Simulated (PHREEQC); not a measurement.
## Metal-bearing waste water (model solution)

A solution holds 28 mmol/kgw Pb(NO3)2, 5.4 mmol/kgw ZnCl2, 150 mmol/kgw H2SO4 and 0.042 mmol/kgw NaCl, at 20 °C. Closed to the air; pH follows from the charge balance.

Model: ion-association model, wateq4f.dat, run in PHREEQC.

| Quantity | Value |
|---|---|
| pH | 0.83 |
| ionic strength | 0.263 mol/kgw |
| activity of water | 0.993 |
| total alkalinity | -300 meq/kg |

```csv
species,molality,activity,log γ
H+,0.189,0.149,-0.103
HSO4-,0.111,0.0792,-0.148
NO3-,0.0535,0.0360,-0.172
SO4-2,0.0229,0.00609,-0.574
Pb+2,0.0118,0.00350,-0.526
PbSO4,0.0113,0.0120,0.026
Cl-,0.00968,0.00671,-0.159
Zn+2,0.00367,0.00112,-0.517
PbNO3+,0.00252,0.00186,-0.132
ZnSO4,0.00144,0.00153,0.026
Pb(SO4)2-2,0.00129,0.000384,-0.526
PbCl+,0.00112,0.000825,-0.132
```

Precipitation was switched off in this run. Examples of supersaturated solids here: Anglesite. Others may be too.
